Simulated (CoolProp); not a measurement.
Properties of n-perfluorobutane along the isotherm 450 K.

Model: reference Helmholtz-energy equation of state, Gao 2022, in CoolProp.

| p (MPa) | phase | density (kg/m³) | cv (kJ/(kg K)) | Joule-Thomson coefficient (K/MPa) | expansivity (1/kK) |
|---|---|---|---|---|---|
| 0.0316 | gas | 2.015 | 0.9457 | 4.930 | 2.244 |
| 0.0492 | gas | 3.142 | 0.9458 | 4.941 | 2.256 |
| 0.0767 | gas | 4.909 | 0.9460 | 4.957 | 2.275 |
| 0.119 | gas | 7.643 | 0.9462 | 4.983 | 2.305 |
| 0.186 | gas | 12.01 | 0.9465 | 5.024 | 2.354 |
| 0.289 | gas | 18.82 | 0.9471 | 5.088 | 2.432 |
| 0.451 | gas | 29.78 | 0.9480 | 5.194 | 2.563 |
| 0.702 | gas | 47.39 | 0.9495 | 5.366 | 2.786 |
| 1.09 | gas | 76.33 | 0.9521 | 5.650 | 3.191 |
| 1.7 | gas | 126.9 | 0.9568 | 6.127 | 4.017 |
| 2.65 | supercritical | 221.8 | 0.9661 | 6.798 | 5.931 |
| 4.12 | supercritical | 420.6 | 0.9832 | 6.710 | 10.30 |
| 6.42 | supercritical | 746.9 | 0.9891 | 3.050 | 9.041 |
| 10 | supercritical | 970.8 | 0.9827 | 0.9169 | 4.664 |
